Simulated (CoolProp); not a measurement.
Values from CoolProp's reference Helmholtz-energy equation of state, Setzmann 1991.

Give the vapour pressure (kPa), liquid density (kg/m³), enthalpy of vaporisation (kJ/kg), vapour Z of saturated methane at 125.5 K.


```json
[
 {"T (K)": "125.5", "p (kPa)": "278", "liquid density (kg/m³)": "401", "enthalpy of vaporisation (kJ/kg)": "483", "vapour Z": "0.927"}
]
```
